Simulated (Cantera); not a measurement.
Charge: 1 mol SiH₄, 0.011 mol C₂H₂, 1600 mol H₂, at 1577 °C and 0.0130 bar.

Method: chemical equilibrium by Gibbs-energy minimisation in Cantera with the NASA 1993 tables (ideal gas, pure condensed phases). Candidate condensed phases: C, C₆H₆, C₇H₈, C₈H₁₈, Si, SiC; 87 gas species. Gases not in the tables: Si₂H₆ and higher silanes. The numbers say what is thermodynamically allowed, not how fast it happens.

Base state: H₂ 0.995, H 0.00471, Si 0.000496, SiH 5.59e-5, SiH₂ 4.19e-5 (mole fractions); condensed: SiC(s).

Task: What changes in the equilibrium state with this change: temperature from 1577 °C to 2225 °C?

Result: 
```csv
species,before,after
H₂,0.995,0.804
H,0.00471,0.196
Si,0.000496,0.000547
SiH₂,4.19e-5,1.24e-6
SiH,5.59e-5,1.48e-5
"SiC(s), mol",0.00982,0
```
